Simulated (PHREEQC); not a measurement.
Make-up at 25 °C: 15 mmol/kgw ZnCl2, 20 mmol/kgw H3BO3 and 4.2 mmol/kgw FeSO4. Closed to the air; pH follows from the charge balance.

Computed with PHREEQC (ion-association model, phreeqc.dat).

The pH is 5.34 and the ionic strength comes out as 0.0534 mol/kgw. The specific conductance comes out as 3590 µS/cm and the density is 1.000 g/cm³.

```csv
species,molality,activity,log γ
Cl-,0.0294,0.0238,-0.091
H3BO3,0.0200,0.0202,0.005
Zn+2,0.0130,0.00593,-0.342
Fe+2,0.00379,0.00180,-0.324
SO4-2,0.00235,0.00106,-0.344
ZnSO4,0.00146,0.00148,0.005
ZnCl+,0.000469,0.000381,-0.090
```

Precipitation was switched off in this run.
